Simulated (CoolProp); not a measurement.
Dimethyl ether at 293.15 K and 0.312 MPa is compressed adiabatically to 1.01 MPa with isentropic efficiency 0.8. Each further row changes one setting.

Model: reference Helmholtz-energy equation of state, Wu 2011, in CoolProp.

| case | work (kJ/kg) | final temperature (K) | final density (kg/m³) |
|---|---|---|---|
| as stated | ? | ? | ? |
| efficiency 1 | 61.3 | ? | 18.6 |
| efficiency 0.65 | 94.4 | ? | ? |

Question: What belongs in the gaps?

Answer: 
- as stated, work (kJ/kg): 76.7
- as stated, final temperature (K): 352.1
- as stated, final density (kg/m³): 17.9
- efficiency 1, final temperature (K): 343.7
- efficiency 0.65, final temperature (K): 361.9
- efficiency 0.65, final density (kg/m³): 17.2
